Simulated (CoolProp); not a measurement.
Ethane at 298.15 K and 9.49 MPa flows at 0.16 m/s in a round tube of 100 mm bore and 15 µm roughness, fully developed (64/Re and Nu = 3.66 if laminar; Colebrook and Gnielinski if turbulent). Each further row changes one setting.

Computed with CoolProp (reference Helmholtz-energy equation of state, Bücker 2006).

```tsv
case	Reynolds number	Darcy friction factor	pressure drop (Pa/m)	heat-transfer coefficient (W/(m² K))	mass flow (kg/h)
as stated	115000	0.0183	0.896	342	1730
velocity 0.32 m/s	230000	0.0164	3.22	627	3460
diameter 200 mm	230000	0.0159	0.388	304	6920
```

Viscosity comes from a separate model (Friend 1991). Thermal conductivity comes from a separate model (Friend 1991).
